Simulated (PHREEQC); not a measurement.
Dissolve 0.01 mol H2SO4, 3.5e-05 mol CuSO4 and 0.00029 mol MgSO4 per kg of water at 25 °C. Closed to the air; pH follows from the charge balance.

All values are PHREEQC results (ion-association model, phreeqc.dat), not measurements.

No solid was allowed to form.

Order these S species by the share of S that they hold, largest first: HSO4-, MgSO4, SO4-2.

SO4-2 (53 %), HSO4- (46 %), MgSO4 (0.84 %)

The pH is 1.87 and the ionic strength 0.0214 mol/kgw. Complexes and solids missing from the database can't appear.
